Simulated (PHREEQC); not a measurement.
Consider water at 25 °C with 0.0079 mol/kgw H3PO4 and 0.022 mol/kgw Na2SO4. Closed to the air; pH follows from the charge balance.

Computed with PHREEQC (ion-association model, phreeqc.dat).

- pH = 2.55
- ionic strength = 0.0635 mol/kgw
- specific conductance = 5230 µS/cm
- density = 1.000 g/cm³
- total alkalinity = -7.90 meq/kg

```csv
species,molality,activity,log γ
Na+,0.0424,0.0344,-0.091
SO4-2,0.0178,0.00766,-0.366
H2PO4-,0.00593,0.00483,-0.089
H+,0.00333,0.00281,-0.074
HSO4-,0.00259,0.00209,-0.093
H3PO4,0.00197,0.00200,0.006
NaSO4-,0.00162,0.00132,-0.089
HPO4-2,2.46e-7,1.07e-7,-0.364
NaHPO4-,8.77e-9,7.15e-9,-0.089
```

Precipitation was switched off in this run. Species that the database lacks are ignored.
